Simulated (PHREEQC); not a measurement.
1 kg of water holding 0.0042 mol K2SO4, 0.0072 mol Na2SO4 and 0.018 mol NaCl is evaporated at 90 °C; the solids stay in contact with the brine. CO2 from the air is kept out. The run lets Arcanite, Glaserite, Halite, Mirabilite, Misenite, Sylvite, Thenardite precipitate or redissolve, and no other solid.

The series has 28 steps of water left (kg), from 1 to 0.005012.

Equilibrium calculation in PHREEQC: Pitzer model, pitzer.dat.

**Question.** Which solids form, in which order, and at which step of the series does each first stand?

**Answer.** Thenardite from water left = 0.005012 kg.

Away from 25 °C the constants follow the database's enthalpies or fits; those with neither stay at their 25 °C values.
